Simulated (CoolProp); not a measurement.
Vapour-liquid equilibrium of toluene (1) + n-nonane (2) at 529.9 K; x and y are mole fractions of (1).

Model: multi-fluid Helmholtz-energy mixture model, Lemmon 2006 and Lemmon 2006; pair parameters Bell 2016, in CoolProp.

| x | bubble pressure, mixture model (kPa) | bubble pressure, Raoult's law (kPa) | y, mixture model | y, Raoult's law |
|---|---|---|---|---|
| 0.05 | [?] | 934.2 | 0.085 | 0.099 |
| 0.125 | 1015 | 1006 | 0.200 | 0.229 |
| 0.2 | 1093 | 1078 | 0.302 | 0.342 |
| 0.275 | 1170 | 1149 | [?] | 0.441 |
| 0.35 | 1246 | 1221 | 0.475 | 0.528 |
| 0.425 | 1321 | 1292 | 0.549 | 0.606 |
| 0.5 | 1394 | 1364 | 0.618 | 0.675 |
| 0.575 | 1466 | 1436 | 0.681 | 0.738 |
| 0.65 | 1536 | 1507 | [?] | 0.794 |
| 0.725 | 1604 | 1579 | [?] | 0.846 |
| 0.8 | 1671 | 1651 | 0.855 | 0.893 |
| 0.875 | 1737 | 1722 | 0.910 | 0.936 |
| 0.95 | 1800 | 1794 | [?] | 0.975 |

Task: What belongs in the gaps?

Result: 
- 0.05, bubble pressure, mixture model (kPa): 937.8
- 0.275, y, mixture model: 0.393
- 0.65, y, mixture model: 0.742
- 0.725, y, mixture model: 0.799
- 0.95, y, mixture model: 0.964

The largest gap from Raoult's law is +2.2 % in bubble pressure, at x = 0.5. No azeotrope shows between x = 0.05 and 0.95.

Pair parameters are fitted to limited data, so mixtures are less certain than the pure fluids.
